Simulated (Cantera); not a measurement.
Input: 1 mol CO2, 0.0036 mol SO2, 0.66 mol N2, equilibrated at 0.100 bar.

Equilibrium computed with Cantera from the NASA thermochemical tables; the gas is ideal and each condensed phase is pure. Candidate condensed phases: C, S; 35 gas species. The numbers say what is thermodynamically allowed, not how fast it happens.

Question: At 1673 K, list the 4 most abundant gas species with their mole fractions, and the condensed phases.

Answer: CO2 0.598, N2 0.396, CO 0.00266, SO2 0.00216. Condensed: gas only.
